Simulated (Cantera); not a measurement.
# Fluorocarbon and chlorocarbon gases: CH₃F + F₂

A closed system holds: 1 mol CH₃F, 0.3 mol F₂, held at 2898.15 K and 1.00 Torr.

Equilibrium computed with Cantera from the NASA thermochemical tables; the gas is ideal and each condensed phase is pure. Candidate condensed phases: C, C₆H₆, C₇H₈, C₈H₁₈; 95 gas species. The numbers say what is thermodynamically allowed, not how fast it happens.

```
Item                 Value
--------------  ----------
x(H)                 0.418
x(HF)                0.409
x(C₃)               0.0759
x(F)                0.0490
x(H₂)               0.0178
x(C)                0.0139
x(C₂)              0.00756
x(CF)              0.00455
x(C₂H)             0.00283
n(C(graphite))  0.0490 mol
gas amount       3.462 mol
```
